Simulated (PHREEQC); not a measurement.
Make-up at 25 °C: 0.022 mol/kgw HF, 0.0108 mol/kgw NH4HF2 and 0.056 mol/kgw H2SiF6. Closed to the air; pH follows from the charge balance.

All values are PHREEQC results (ion-association model, phreeqc.dat), not measurements.

No solid was allowed to form.

Question: Predict the pH, density.

Answer: pH 1.09; density 1.003 g/cm³.

Question: In which forms is F present?

Answer: SiF6-2 89 %, HF 11 % of the F.

Complexes and solids missing from the database can't appear. SiF6-2 is the database's only silicon fluoride.
